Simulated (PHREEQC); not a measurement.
Make-up at 25 °C: 0.0054 mol H3AsO4, 0.00038 mol H3PO4 and 0.0017 mol FeCl3 per kg of water. Closed to the air; pH follows from the charge balance.

Model: ion-association model, wateq4f.dat, run in PHREEQC.

**Question.** The ionic strength comes out as 0.0111 mol/kgw. What activity coefficients do Fe(OH)2+, H2PO4-, FeOH+2, Cl-, Fe2(OH)2+4 get?

**Answer.** Fe(OH)2+ 0.90, H2PO4- 0.90, FeOH+2 0.66, Cl- 0.90, Fe2(OH)2+4 0.18.

This is a speciation only: nothing precipitates in the calculation. Saturation is exceeded, for instance for Strengite, Scorodite; the values hold only as long as no solid forms. The database's scorodite may be far more soluble than the real mineral, and it has no iron arsenate complexes; the constant wasn't checked at its source. H3PO4, which wateq4f.dat lacks, is added to it with the constant of phreeqc.dat.
